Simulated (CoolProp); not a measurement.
Model: reference Helmholtz-energy equation of state, Gao 2020, in CoolProp.

Task: For ammonia, give the phase and the viscosity (µPa s), conductivity (mW/(m K)) at 419.5 K and 17.5 MPa; 530.4 K and 0.0692 MPa.

Result: 
- 419.5 K and 17.5 MPa: supercritical; viscosity 42.5, conductivity 214
- 530.4 K and 0.0692 MPa: gas; viscosity 19.0, conductivity 58.1

Viscosity comes from a separate model (Fenghour 1995). Thermal conductivity comes from a separate model (Tufeu 1984).
